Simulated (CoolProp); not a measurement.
20 sccm (0 °C, 1 atm) of nitrogen bubbles through liquid tetrahydrofuran at 281.1 K and leaves saturated at a total pressure of 0.104 MPa (ideal gas phase). Each further row changes one setting.

Model: reference Helmholtz-energy equation of state, Fiedler 2023, in CoolProp.

```
case                      vapour pressure (kPa)  mole fraction of vapour  delivery (mg/min)  delivery (sccm)  change of delivery for a bath 1 K warmer (%)
------------------------  ---------------------  -----------------------  -----------------  ---------------  --------------------------------------------
as stated                                  9.69               (withheld)               6.61             2.06                                    (withheld)
bath temperature 286.1 K             (withheld)               (withheld)               8.72             2.71                                    (withheld)
total pressure 0.208 MPa                   9.69               (withheld)               3.15       (withheld)                                    (withheld)
```

Task: Fill in the missing entries.

Result: 
- as stated, mole fraction of vapour: 0.0932
- as stated, change of delivery for a bath 1 K warmer (%): 5.7
- bath temperature 286.1 K, vapour pressure (kPa): 12.4
- bath temperature 286.1 K, mole fraction of vapour: 0.119
- bath temperature 286.1 K, change of delivery for a bath 1 K warmer (%): 5.6
- total pressure 0.208 MPa, mole fraction of vapour: 0.0466
- total pressure 0.208 MPa, delivery (sccm): 0.978
- total pressure 0.208 MPa, change of delivery for a bath 1 K warmer (%): 5.4
